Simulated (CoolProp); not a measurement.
Vapour pressure (kPa) of octamethyltrisiloxane (MDM): the reference equation beside estimates from Tc = 565.4 K, pc = 1438 kPa, ω = 0.528. Clausius-Clapeyron is anchored at 472.3 K with a constant enthalpy of vaporisation of 30.52 kJ/mol.

Model: reference Helmholtz-energy equation of state, Thol 2017, in CoolProp.

```
T (K)  reference  Clausius-Clapeyron  Redlich-Kwong  Soave-Redlich-Kwong
-----  ---------  ------------------  -------------  -------------------
446.7      170.3               190.2          323.4                169.8
451.8      191.4               208.7          350.8                191.1
456.9      214.5               228.5          379.8                214.4
462.1      240.1               250.2          411.0                240.3
467.2      267.4               272.8          443.3                268.0
472.3      297.0               297.0          477.3                298.1
477.5      329.7               323.2          513.7                331.4
482.6      364.3               350.6          551.1                366.7
487.7      401.6               379.6          590.4                404.8
492.9      442.6               411.0          632.4                446.6
498        485.7               443.5          675.4                490.8
503.1      532.0               477.9          720.4                538.2
508.2      581.6               514.2          767.3                588.9
513.4      635.8               553.3          817.2                644.3
```

Absolute difference from the reference over all 14 rows, mean and median: Clausius-Clapeyron 6.8 and 6.8 %, Redlich-Kwong 55.7 and 53.5 %, Soave-Redlich-Kwong 0.6 and 0.6 %.
